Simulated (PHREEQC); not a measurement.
A column of 0.2 m (40 cells, dispersivity 0.007 m, 300 s a shift, diffusion coefficient 3e-10 m²/s) holds 0.025 eq of the database's cation exchanger X per kg of pore water, first in equilibrium with 3.7 mmol/kgw MnCl2 and 0.01 mmol/kgw HCl. It is flushed with 0.013 mol/kgw SrCl2, 7.5e-05 mol/kgw PbCl2 and 1e-05 mol/kgw HCl, at 40 °C. Values are for the last cell. No CO2 enters from the air. No solid was allowed to form.

Base run: PHREEQC, ion-association model, phreeqc.dat. Each further column changes one thing. The table gives Mn in solution (mol/kgw).

| pore volumes | base | exchange capacity from 0.025 to 0.013 eq/kgw | dispersivity from 0.007 to 0.014 m |
|---|---|---|---|
| 0 | 0.00370 | 0.00370 | 0.00370 |
| 0.6375 | 0.00422 | 0.00422 | 0.00503 |
| 1.137 | 0.0106 | 0.0103 | 0.0103 |
| 1.762 | 0.0102 | 0.00152 | 0.00808 |
| 2.263 | 0.00147 | 0.000119 | 0.00234 |
| 2.888 | 7.79e-5 | 4.09e-6 | 0.000409 |
| 3.388 | 7.21e-6 | 2.58e-7 | 0.000101 |
| 4.013 | 3.58e-7 | 7.70e-9 | 1.75e-5 |

At this temperature some constants are extrapolated from 25 °C, and those without enthalpy data are left unchanged.
